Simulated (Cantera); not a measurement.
Charge: 1 mol SiH₄, 0.73 mol Cl₂, 11 mol H₂, held at 1.33 mbar.

Method: chemical equilibrium by Gibbs-energy minimisation in Cantera with the NASA 1993 tables (ideal gas, pure condensed phases). Candidate condensed phases: Si; 19 gas species. The tables' values for SiCl, SiCl₃ are old estimates; treat these amounts as uncertain. Gases not in the tables: Si₂H₆ and higher silanes. The numbers say what is thermodynamically allowed, not how fast it happens. All values below are at 1750 K.

Base state: H₂ 0.905, HCl 0.0695, SiCl₂ 0.0178, H 0.00606, Si 0.00113, Cl 0.000359, SiCl 0.000353, SiH 5.17e-5 (mole fractions); condensed: Si(l).

Problem. What changes in the equilibrium state with this change: pressure from 1.33 mbar to 47.0 mbar?

Solution. 
```
species       before     after
----------  --------  --------
H₂             0.905     0.911
HCl           0.0695    0.0699
SiCl₂         0.0178    0.0178
H            0.00606   0.00102
Si           0.00113   3.19e-5
SiCl₃        3.00e-5  0.000179
Cl          0.000359   6.06e-5
Si(l), mol     0.733     0.751
```
The tables' values for SiCl₃, SiCl are old estimates; treat these amounts as uncertain.
